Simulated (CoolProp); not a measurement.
p-xylene along the isobar 4450 kPa: fugacity coefficient from the reference equation and from simpler models built on Tc = 616.2 K, pc = 3532 kPa, ω = 0.324; each cubic takes its own stable root.

The numbers come from the reference Helmholtz-energy equation of state, Zhou 2012 in CoolProp.

| T (K) | phase | reference | van der Waals | Redlich-Kwong | Soave-Redlich-Kwong | Peng-Robinson |
|---|---|---|---|---|---|---|
| 318.7 | liquid | 0.0009698 | 0.03783 | 0.003614 | 0.0009351 | 0.0009782 |
| 322.7 | liquid | 0.001174 | 0.04076 | 0.004238 | 0.001135 | 0.001182 |
| 326.6 | liquid | 0.001406 | 0.04376 | 0.004926 | 0.001364 | 0.001414 |
| 330.6 | liquid | 0.001683 | 0.04698 | 0.005720 | 0.001637 | 0.001691 |
| 334.6 | liquid | 0.002004 | 0.05034 | 0.006611 | 0.001956 | 0.002012 |
| 338.6 | liquid | 0.002374 | 0.05386 | 0.007606 | 0.002324 | 0.002382 |
| 342.6 | liquid | 0.002799 | 0.05752 | 0.008714 | 0.002749 | 0.002807 |
| 346.6 | liquid | 0.003285 | 0.06134 | 0.009942 | 0.003235 | 0.003293 |
| 350.5 | liquid | 0.003823 | 0.06520 | 0.01126 | 0.003776 | 0.003831 |
| 354.5 | liquid | 0.004448 | 0.06932 | 0.01275 | 0.004406 | 0.004456 |
| 358.5 | liquid | 0.005153 | 0.07359 | 0.01438 | 0.005120 | 0.005162 |
| 362.5 | liquid | 0.005946 | 0.07802 | 0.01617 | 0.005924 | 0.005956 |
| 366.5 | liquid | 0.006835 | 0.08260 | 0.01812 | 0.006829 | 0.006847 |
| 370.5 | liquid | 0.007827 | 0.08733 | 0.02023 | 0.007842 | 0.007842 |
| 374.4 | liquid | 0.008902 | 0.09210 | 0.02246 | 0.008942 | 0.008921 |
| 378.4 | liquid | 0.01012 | 0.09714 | 0.02493 | 0.01020 | 0.01015 |
